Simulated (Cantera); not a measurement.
## Gas activation for diamond growth

A perfectly stirred reactor is fed with 1.11 % CH4, 69.6 % H2, 29.2 % H, at 0.0263 atm; it is held at 2650 K, and followed from long to short residence time.

Computed with Cantera and GRI-Mech 3.0 (53 species, 325 reactions). GRI-Mech 3.0 stops at C3 and has no aromatics, soot or wall deposition, so with more carbon than oxygen in the feed, carbon stays in small species such as C2H2 where larger ones or solid carbon would form. Radical loss at walls, strong at low pressure, is not modelled.

```json
[
 {"τ (s)": "1.4", "x CH4": "1.81e-6", "x H2": "0.744", "x H": "0.251", "x CH2": "5.93e-6", "x CH3": "1.05e-5", "x C2H2": "0.00542", "x C2H6": "<1e-12"},
 {"τ (s)": "0.67", "x CH4": "2.34e-6", "x H2": "0.742", "x H": "0.252", "x CH2": "7.72e-6", "x CH3": "1.36e-5", "x C2H2": "0.00541", "x C2H6": "<1e-12"},
 {"τ (s)": "0.33", "x CH4": "3.10e-6", "x H2": "0.741", "x H": "0.254", "x CH2": "1.03e-5", "x CH3": "1.81e-5", "x C2H2": "0.00538", "x C2H6": "<1e-12"},
 {"τ (s)": "0.16", "x CH4": "4.21e-6", "x H2": "0.738", "x H": "0.257", "x CH2": "1.42e-5", "x CH3": "2.48e-5", "x C2H2": "0.00535", "x C2H6": "<1e-12"},
 {"τ (s)": "0.077", "x CH4": "5.77e-6", "x H2": "0.734", "x H": "0.260", "x CH2": "1.99e-5", "x CH3": "3.43e-5", "x C2H2": "0.00529", "x C2H6": "1.68e-12"},
 {"τ (s)": "0.038", "x CH4": "7.96e-6", "x H2": "0.731", "x H": "0.263", "x CH2": "2.76e-5", "x CH3": "4.75e-5", "x C2H2": "0.00523", "x C2H6": "3.14e-12"},
 {"τ (s)": "0.018", "x CH4": "1.14e-5", "x H2": "0.728", "x H": "0.266", "x CH2": "3.90e-5", "x CH3": "6.80e-5", "x C2H2": "0.00514", "x C2H6": "6.32e-12"},
 {"τ (s)": "0.0089", "x CH4": "1.65e-5", "x H2": "0.727", "x H": "0.267", "x CH2": "5.41e-5", "x CH3": "9.67e-5", "x C2H2": "0.00503", "x C2H6": "1.26e-11"}
]
```
x: mole fraction; the columns are a selection and need not sum to one.
